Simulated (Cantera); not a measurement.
Input: 1 mol SiH₄, 0.0056 mol Cl₂, 15 mol N₂, at 1725 K and 10.5 Torr.

Cantera equilibrium calculation (NASA polynomials, part measured and part estimated; ideal gas, pure solids and liquids). Candidate condensed phases: NH₄Cl, Si, Si₃N₄; 28 gas species. Kinetics and transport are ignored.

Base state: N₂ 0.877, H₂ 0.122, HCl 0.000673, H 0.000548, Si 2.48e-5 (mole fractions); condensed: Si₃N₄(s).

Question: What changes in the equilibrium state with this change: Cl₂ from 0.0056 to 0.55 mol?

Answer: 
| species | before | after |
|---|---|---|
| N₂ | 0.877 | 0.850 |
| H₂ | 0.122 | 0.0996 |
| HCl | 0.000673 | 0.0347 |
| SiCl₂ | 4.39e-6 | 0.0146 |
| SiCl₃ | <1e-9 | 0.000135 |
| SiCl | 7.79e-7 | 4.54e-5 |
| Cl | 2.35e-6 | 0.000134 |
| Si₃N₄(s), mol | 0.333 | 0.249 |
The tables' values for SiCl₃, SiCl are old estimates; treat these amounts as uncertain.

Question: What changes in the equilibrium state with this change: Cl₂ from 0.0056 to 0.012 mol?

Answer: 
```json
[
 {"species": "N₂", "before": "0.877", "after": "0.877"},
 {"species": "H₂", "before": "0.122", "after": "0.121"},
 {"species": "HCl", "before": "0.000673", "after": "0.00142"},
 {"species": "Si", "before": "2.48e-5", "after": "2.48e-5"},
 {"species": "SiCl₂", "before": "4.39e-6", "after": "1.96e-5"},
 {"species": "H", "before": "0.000548", "after": "0.000547"},
 {"species": "Si₃N₄(s), mol", "before": "0.333", "after": "0.333"}
]
```
